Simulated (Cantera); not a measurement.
Cantera run, input and output.

```python
import numpy as np
import cantera as ct

gas = ct.Solution("h2o2.yaml")
gas.TPX = 350, 100000, {'H2': 1, 'O2': 0.227, 'N2': 0.855, 'H2O': 0.048}
flame = ct.FreeFlame(gas, width=0.04)
flame.set_refine_criteria(ratio=3, slope=0.08, curve=0.16)
flame.transport_model = "mixture-averaged"
flame.solve(loglevel=0, auto=True)
z, T = flame.grid, flame.T
thick = (T[-1] - T[0]) / np.gradient(T, z).max()
show = ['H2', 'O2', 'H2O', 'O', 'H2O2', 'OH']
print(f"laminar burning velocity  {flame.velocity[0] * 100:.3f} cm/s")
print(f"burnt temperature         {T[-1]:.1f} K")
print(f"thermal thickness         {thick * 1e3:.4f} mm")
print(f"grid points               {len(z)}")
z0 = z[flame.heat_release_rate.argmax()]
print(f"{'z/mm':>9s}{'T/K':>9s}{'u/(m/s)':>9s}" + "".join(f"{s:>11s}" for s in show))
rows = []
for k in (-3, -2, -1.5, -1, -0.5, -0.25, 0, 0.25, 0.5, 1, 2, 4, 8):
    zz = z0 + k * thick
    rows.append([k * thick, np.interp(zz, z, T), np.interp(zz, z, flame.velocity),
                 *(np.interp(zz, z, flame.X[gas.species_index(s)]) for s in show)])
    print(f"{rows[-1][0] * 1e3:9.3f}{rows[-1][1]:9.1f}{rows[-1][2]:9.3f}" + "".join(f"{x:11.3e}" for x in rows[-1][3:]))
```

Output:

```
laminar burning velocity  346.878 cm/s
burnt temperature         1976.1 K
thermal thickness         0.3460 mm
grid points               125
     z/mm      T/K  u/(m/s)         H2         O2        H2O          O       H2O2         OH
   -1.038    350.0    3.469  4.695e-01  1.066e-01  2.254e-02  4.278e-13  1.373e-13  1.401e-15
   -0.692    350.0    3.469  4.695e-01  1.066e-01  2.254e-02  1.675e-11  8.386e-12  5.649e-14
   -0.519    350.0    3.469  4.695e-01  1.066e-01  2.254e-02  4.477e-10  4.352e-10  3.230e-12
   -0.346    350.4    3.471  4.693e-01  1.066e-01  2.255e-02  9.553e-09  1.741e-08  8.006e-10
   -0.173    379.9    3.730  4.634e-01  1.074e-01  2.343e-02  2.314e-06  1.256e-05  1.657e-05
   -0.086    646.9    6.165  4.324e-01  1.017e-01  4.395e-02  1.278e-04  7.378e-05  7.571e-04
    0.000   1034.8    9.598  3.690e-01  7.826e-02  1.007e-01  1.054e-03  1.113e-05  9.125e-04
    0.086   1314.0   12.079  2.979e-01  3.790e-02  1.797e-01  2.154e-03  1.146e-06  1.877e-03
    0.173   1459.1   13.380  2.599e-01  1.185e-02  2.294e-01  1.420e-03  5.924e-07  2.200e-03
    0.346   1576.2   14.381  2.491e-01  1.025e-03  2.516e-01  5.237e-04  3.297e-07  2.252e-03
    0.692   1676.3   15.192  2.561e-01  1.626e-04  2.551e-01  3.384e-04  2.128e-07  2.270e-03
    1.384   1769.6   15.929  2.643e-01  8.951e-05  2.573e-01  2.052e-04  1.178e-07  2.032e-03
    2.768   1847.5   16.529  2.713e-01  4.376e-05  2.595e-01  1.024e-04  5.720e-08  1.595e-03
```

Detailed kinetics in Cantera: the H2/O2 subset of GRI-Mech 3.0, which has no nitrogen chemistry. Burning velocities carry a grid error of a few per cent, more on coarse grids.
